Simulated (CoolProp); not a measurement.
Values from CoolProp's reference Helmholtz-energy equation of state, Thol 2016.

### Question
Give the vapour pressure (bar), liquid density (kg/m³), vapour density (kg/m³), enthalpy of vaporisation (kJ/kg) of saturated hexamethyldisiloxane (MM) at 351.9 K.

### Answer
```tsv
T (K)	p (bar)	liquid density (kg/m³)	vapour density (kg/m³)	enthalpy of vaporisation (kJ/kg)
351.9	0.514	701	2.97	204
```
